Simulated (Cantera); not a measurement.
An adiabatic, constant-volume homogeneous reactor starts with CH₄ : O₂ : N₂ = 1 : 1.43 : 5.37 (molar parts), at 1225 K and 590000 Pa. Integrator tolerance rtol = 1e-08.

Cantera simulation using GRI-Mech 3.0 (53 species, 325 reactions); the numbers are that mechanism's predictions, not measurements.

Task: What does this change do: initial temperature 1225 to 1700 K?

Result: 
```csv
quantity,before,after
time of steepest temperature rise,6.90 ms,52.0 µs
temperature at 0.100 s,2954 K,3156 K
equilibrium temperature,2954 K,3156 K
x(CH₄) at 0.100 s,1.38e-11 (gas-phase equilibrium 1.59e-11),6.84e-12 (gas-phase equilibrium 8.10e-12)
x(O₂) at 0.100 s,0.000891 (gas-phase equilibrium 0.000891),0.00304 (gas-phase equilibrium 0.00304)
x(C₂H₂) at 0.100 s,<1e-12 (gas-phase equilibrium <1e-12),<1e-12 (gas-phase equilibrium <1e-12)
x(NO₂) at 0.100 s,4.04e-7 (gas-phase equilibrium 4.04e-7),1.33e-6 (gas-phase equilibrium 1.33e-6)
x(N₂O) at 0.100 s,5.25e-7 (gas-phase equilibrium 5.25e-7),1.08e-6 (gas-phase equilibrium 1.08e-6)
```
Above 3000 K some thermodynamic fits are extrapolated.

Task: What does this change do: pressure from 590000 Pa to 2500000 Pa?

Result: 
| quantity | before | after |
|---|---|---|
| time of steepest temperature rise | 6.90 ms | 1.39 ms |
| temperature at 0.100 s | 2954 K | 3023 K |
| equilibrium temperature | 2954 K | 3023 K |
| x(CH₄) at 0.100 s | 1.38e-11 (gas-phase equilibrium 1.59e-11) | 1.98e-10 (gas-phase equilibrium 2.24e-10) |
| x(O₂) at 0.100 s | 0.000891 (gas-phase equilibrium 0.000891) | 0.000364 (gas-phase equilibrium 0.000364) |
| x(C₂H₂) at 0.100 s | <1e-12 (gas-phase equilibrium <1e-12) | <1e-12 (gas-phase equilibrium <1e-12) |
| x(NO₂) at 0.100 s | 4.04e-7 (gas-phase equilibrium 4.04e-7) | 3.56e-7 (gas-phase equilibrium 3.56e-7) |
| x(N₂O) at 0.100 s | 5.25e-7 (gas-phase equilibrium 5.25e-7) | 7.66e-7 (gas-phase equilibrium 7.66e-7) |
The pressure lies above the range GRI-Mech 3.0 was tuned for (to about 10 atm). Above 3000 K some thermodynamic fits are extrapolated.
